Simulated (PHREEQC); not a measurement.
Make-up at 20 °C: 33 mmol/kgw NH3, 0.39 mmol/kgw K2SiO3 and 1.8 mmol/kgw K2CO3. Closed to the air; pH follows from the charge balance.

All values are PHREEQC results (ion-association model, wateq4f.dat), not measurements.

Task: The ionic strength comes out as 0.00656 mol/kgw. What activity coefficients do H2SiO4-2, HCO3-, CO3-2, H3SiO4-, K+ get?

Result: H2SiO4-2 0.72, HCO3- 0.92, CO3-2 0.72, H3SiO4- 0.92, K+ 0.92.

Precipitation was switched off in this run. Complexes and solids missing from the database can't appear.
